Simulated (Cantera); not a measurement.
Feed: 1 mol Si, 1 mol CO2, 7 mol N2, held at 0.533 Torr.

Cantera equilibrium calculation (NASA polynomials, part measured and part estimated; ideal gas, pure solids and liquids). Candidate condensed phases: C, Si, SiC, SiO2, Si2N2O, Si3N4; 34 gas species. N2 is the only nitrogen source here; it is nearly inert below about 1500 K, so the nitride shown seldom forms there in practice. Mutual solubility and eutectic melting of coexisting phases are not modelled. The tables hold silica as quartz up to 1696 K and as liquid above; real silica turns to tridymite and cristobalite and melts near 1996 K. Rates play no part. All values below are at 1448 K.

Base state: N2 0.862, CO 0.129, SiO 0.00870 (mole fractions); condensed: SiO2(β-quartz) + Si2N2O(s).

Question: What changes in the equilibrium state with this change: pressure from 0.533 Torr to 3.53 Torr?

Answer: 
| species | before | after |
|---|---|---|
| N2 | 0.862 | 0.869 |
| CO | 0.129 | 0.130 |
| SiO | 0.00870 | 0.000698 |
| SiO2(β-quartz), mol | 0.311 | 0.332 |
| Si2N2O(s), mol | 0.311 | 0.332 |
